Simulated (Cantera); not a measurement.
A Cantera script and what it prints.

```python
import numpy as np
import cantera as ct

gas_names = [...]  # 151 gases of nasa_gas.yaml made of C, H, N, O, Si
cond_names = """
    C(gr) C6H6(L) C7H8(L) C8H18(L),n-octa H2O(s) H2O(L) Si(cr) Si(L) SiC(b) SiO2(Lqz) SiO2(hqz) SiO2(L)
    Si2N2O(s) Si3N4(a)
""".split()


# ... load() reads the species with a 1 bar reference pressure and builds the phases ...
atoms = {
    'TEOS': {'Si': 1, 'C': 8, 'H': 20, 'O': 4},
    'NO': {'N': 1, 'O': 1},
    'N2': {'N': 2},
}
top_T = {'C(gr)': 4500, 'SiC(b)': 3050, 'Si2N2O(s)': 2100, 'Si3N4(a)': 2400}  # K; cautious upper limits of use, not melting points


# ... equilibrate(T, P, feed) seeds the gas with the atoms and calls Mixture.equilibrate('TP', solver="vcs", rtol=1e-11, max_steps=5000) ...
results = []
feed = {'TEOS': 1, 'NO': 25, 'N2': 32}  # mol
P = 580  # Pa
for T in [825, 875, 925, 975, 1025, 1075, 1125, 1175, 1225, 1275, 1325, 1375]:
    mix = equilibrate(T, P, feed)
    results.append((T, P, feed, dict(zip(mix.species_names, mix.species_moles))))
    x = sorted(zip(gas.X, gas.species_names), reverse=True)
    print(f"T = {T:g} K  P = {P:g} Pa  gas = {mix.phase_moles(0):.4g} mol")
    print("   x: " + "  ".join(f"{s} {v:.3e}" for v, s in x if v > 1e-05))
    print("   condensed (mol): " + ("  ".join(f"{mix.phase(i).name} {mix.phase_moles(i):.4g}"
          for i in range(1, mix.n_phases) if mix.phase_moles(i) > 1e-12) or "none"))
```

Output:

```
T = 825 K  P = 580 Pa  gas = 63 mol
   x: N2 7.063e-01  H2O 1.587e-01  CO2 1.270e-01  O2 7.936e-03
   condensed (mol): SiO2(Lqz) 1
T = 875 K  P = 580 Pa  gas = 63 mol
   x: N2 7.063e-01  H2O 1.587e-01  CO2 1.270e-01  O2 7.936e-03
   condensed (mol): SiO2(hqz) 1
T = 925 K  P = 580 Pa  gas = 63 mol
   x: N2 7.063e-01  H2O 1.587e-01  CO2 1.270e-01  O2 7.935e-03
   condensed (mol): SiO2(hqz) 1
T = 975 K  P = 580 Pa  gas = 63 mol
   x: N2 7.063e-01  H2O 1.587e-01  CO2 1.270e-01  O2 7.934e-03
   condensed (mol): SiO2(hqz) 1
T = 1025 K  P = 580 Pa  gas = 63 mol
   x: N2 7.063e-01  H2O 1.587e-01  CO2 1.270e-01  O2 7.933e-03
   condensed (mol): SiO2(hqz) 1
T = 1075 K  P = 580 Pa  gas = 63 mol
   x: N2 7.063e-01  H2O 1.587e-01  CO2 1.270e-01  O2 7.930e-03  NO 1.239e-05
   condensed (mol): SiO2(hqz) 1
T = 1125 K  P = 580 Pa  gas = 63 mol
   x: N2 7.063e-01  H2O 1.587e-01  CO2 1.270e-01  O2 7.926e-03  NO 1.952e-05
   condensed (mol): SiO2(hqz) 1
T = 1175 K  P = 580 Pa  gas = 63 mol
   x: N2 7.063e-01  H2O 1.587e-01  CO2 1.270e-01  O2 7.921e-03  NO 2.959e-05
   condensed (mol): SiO2(hqz) 1
T = 1225 K  P = 580 Pa  gas = 63 mol
   x: N2 7.063e-01  H2O 1.587e-01  CO2 1.270e-01  O2 7.913e-03  NO 4.334e-05
   condensed (mol): SiO2(hqz) 1
T = 1275 K  P = 580 Pa  gas = 63 mol
   x: N2 7.063e-01  H2O 1.587e-01  CO2 1.270e-01  O2 7.903e-03  NO 6.159e-05  OH 1.571e-05
   condensed (mol): SiO2(hqz) 1
T = 1325 K  P = 580 Pa  gas = 63 mol
   x: N2 7.063e-01  H2O 1.587e-01  CO2 1.270e-01  O2 7.891e-03  NO 8.522e-05  OH 2.803e-05
   condensed (mol): SiO2(hqz) 1
T = 1375 K  P = 580 Pa  gas = 63 mol
   x: N2 7.063e-01  H2O 1.587e-01  CO2 1.270e-01  O2 7.876e-03  NO 1.152e-04  OH 4.795e-05  CO 1.188e-05
   condensed (mol): SiO2(hqz) 1
```

Cantera equilibrium calculation (NASA polynomials, part measured and part estimated; ideal gas, pure solids and liquids). The feed counts by its element totals alone. The tables hold silica as quartz up to 1696 K and as liquid above; real silica turns to tridymite and cristobalite and melts near 1996 K.
